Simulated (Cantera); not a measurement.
A perfectly stirred reactor is fed with 17.8 % NO, 82.0 % N2, 0.214 % H2O, at 13.5 Torr; it is held at 2050 K, and followed from long to short residence time.

Model: GRI-Mech 3.0 (53 species, 325 reactions), integrated in Cantera. Radical loss at walls, strong at low pressure, is not modelled.

x: mole fraction; the columns are a selection and need not sum to one.

```json
[
 {"τ (s)": "5.8", "x NO": "0.110", "x N2": "0.853", "x N2O": "2.85e-6", "x NO2": "…", "x O": "0.00133"},
 {"τ (s)": "2.5", "x NO": "0.147", "x N2": "0.835", "x N2O": "5.00e-6", "x NO2": "…", "x O": "0.000907"},
 {"τ (s)": "1.1", "x NO": "0.166", "x N2": "0.825", "x N2O": "6.21e-6", "x NO2": "…", "x O": "0.000552"},
 {"τ (s)": "0.46", "x NO": "0.174", "x N2": "0.821", "x N2O": "6.79e-6", "x NO2": "…", "x O": "0.000286"},
 {"τ (s)": "0.20", "x NO": "0.177", "x N2": "0.820", "x N2O": "7.73e-6", "x NO2": "3.04e-6", "x O": "0.000125"},
 {"τ (s)": "0.085", "x NO": "0.178", "x N2": "0.820", "x N2O": "9.27e-6", "x NO2": "2.83e-6", "x O": "4.64e-5"},
 {"τ (s)": "0.036", "x NO": "0.178", "x N2": "0.820", "x N2O": "9.42e-6", "x NO2": "2.94e-6", "x O": "2.18e-5"},
 {"τ (s)": "0.016", "x NO": "0.178", "x N2": "0.820", "x N2O": "7.41e-6", "x NO2": "…", "x O": "1.09e-5"},
 {"τ (s)": "0.0068", "x NO": "0.178", "x N2": "0.820", "x N2O": "4.51e-6", "x NO2": "…", "x O": "4.49e-6"},
 {"τ (s)": "0.0029", "x NO": "0.178", "x N2": "0.820", "x N2O": "2.32e-6", "x NO2": "…", "x O": "2.14e-6"},
 {"τ (s)": "0.0012", "x NO": "0.178", "x N2": "0.820", "x N2O": "1.06e-6", "x NO2": "…", "x O": "1.00e-6"}
]
```

Task: Fill in the missing entries.

Result: 
- 5.8, x NO2: 9.30e-6
- 2.5, x NO2: 8.37e-6
- 1.1, x NO2: 5.99e-6
- 0.46, x NO2: 4.01e-6
- 0.016, x NO2: 2.07e-6
- 0.0068, x NO2: 5.89e-7
- 0.0029, x NO2: 1.13e-7
- 0.0012, x NO2: 1.73e-8
